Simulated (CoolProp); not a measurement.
Model: reference Helmholtz-energy equation of state, Fiedler 2023, in CoolProp.

Q: Give the vapour pressure (kPa), liquid cp (kJ/(kg K)), vapour Z of saturated tetrahydrofuran at -0.45, 176.05 °C.

A: 
```csv
T (°C),p (kPa),liquid cp (kJ/(kg K)),vapour Z
-0.45,6.25,1.64,0.997
176.05,1370,2.45,0.811
```
